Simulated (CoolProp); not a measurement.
Vapour-liquid equilibrium of propane (1) + isobutane (2) at 8.77 bar; x and y are mole fractions of (1).

Computed with CoolProp (multi-fluid Helmholtz-energy mixture model, Lemmon 2009 and Bücker 2006; pair parameters Kunz 2012).

```
x      bubble temperature (°C)  y at the bubble point  dew temperature at overall composition x (°C)  liquid density (mol/L)
-----  -----------------------  ---------------------  ---------------------------------------------  ----------------------
0.05                      57.8                  0.094                                           59.0                   8.766
0.125                     54.0                    ___                                           56.9                   8.956
0.2                       50.5                  0.335                                           54.7                     ___
0.275                      ___                  0.436                                           52.4                   9.336
0.35                      44.0                  0.526                                           50.0                   9.528
0.425                     41.0                  0.607                                           47.5                   9.720
0.5                       38.1                  0.679                                           44.9                   9.915
0.575                     35.4                  0.744                                           42.2                   10.11
0.65                      32.7                  0.802                                           39.3                     ___
0.725                     30.2                  0.854                                            ___                   10.51
0.8                       27.8                  0.900                                           32.8                   10.72
0.875                     25.4                  0.941                                           29.1                   10.93
0.95                       ___                    ___                                           24.9                   11.14
```

### Question
Some entries are withheld; supply them.

### Answer

- 0.125, y at the bubble point: 0.222
- 0.2, liquid density (mol/L): 9.146
- 0.275, bubble temperature (°C): 47.1
- 0.65, liquid density (mol/L): 10.31
- 0.725, dew temperature at overall composition x (°C): 36.2
- 0.95, bubble temperature (°C): 23.2
- 0.95, y at the bubble point: 0.978

No azeotrope shows between x = 0.05 and 0.95.

The pair parameters rest on a limited set of measurements; away from them the model extrapolates.
